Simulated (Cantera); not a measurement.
Feed: 1 mol HgO, 0.15 mol O₂, 0.12 mol N₂, at 1 atm.

Method: chemical equilibrium by Gibbs-energy minimisation in Cantera with the NASA 1993 tables (ideal gas, pure condensed phases). Candidate condensed phases: Hg, HgO; 10 gas species. Rates play no part.

Q: At 773 K, list the 3 most abundant gas species with their mole fractions, and the condensed phases.

A: Hg 0.565, O₂ 0.367, N₂ 0.0678. Condensed: gas only.
